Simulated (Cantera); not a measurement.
Feed: 1 mol CH3SiH3, 0.44 mol HCl, 7 mol H2, at 8.70 mbar.

Cantera equilibrium calculation (NASA polynomials, part measured and part estimated; ideal gas, pure solids and liquids). Candidate condensed phases: C, C6H6, C7H8, C8H18, Si, SiC; 109 gas species. The feed counts by its element totals alone. Kinetics and transport are ignored.

Question: At 1848 K, list the 7 most abundant gas species with their mole fractions, and the condensed phases.

Answer: H2 0.952, HCl 0.0414, H 0.00555, SiCl2 0.000216, Cl 0.000183, C2H2 (acetylene) 0.000127, Si 2.99e-5. Condensed: SiC(s).
